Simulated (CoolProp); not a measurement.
Saturation properties of octamethylcyclotetrasiloxane (D4) (Tc = 313.4 °C, pc = 1347 kPa, ω = 0.598).

Computed with CoolProp (reference Helmholtz-energy equation of state, Thol 2015).

| T (°C) | p (kPa) | enthalpy of vaporisation (kJ/kg) | vapour Z | surface tension (mN/m) |
|---|---|---|---|---|
| 38.75 | 0.3531 | 180.4 | [?] | 17.0 |
| 58.45 | 1.177 | 173.3 | 0.9975 | 15.5 |
| 78.15 | 3.295 | 166.3 | 0.9943 | 14.1 |
| 97.85 | 7.995 | 159.4 | 0.9886 | 12.7 |
| 117.55 | 17.26 | 152.5 | [?] | 11.3 |
| 137.25 | 33.82 | 145.4 | 0.9658 | [?] |
| 156.95 | 61.22 | 138.1 | 0.9468 | 8.61 |
| 176.65 | 103.7 | 130.5 | 0.9217 | 7.32 |
| 196.45 | 166.6 | 122.3 | 0.8894 | 6.06 |
| 216.15 | 254.9 | 113.5 | 0.8490 | [?] |
| 235.85 | 375.3 | 103.6 | 0.7988 | 3.69 |

**Question.** Some entries are withheld; supply them.

**Answer.** 
- 38.75, vapour Z: 0.9991
- 117.55, vapour Z: 0.9794
- 137.25, surface tension (mN/m): 9.94
- 216.15, surface tension (mN/m): 4.85

It boils at 175.7 °C under 1 atm.

Surface tension comes from a separate correlation (Mulero 2014), older than this fluid's equation and unchecked against measurements.
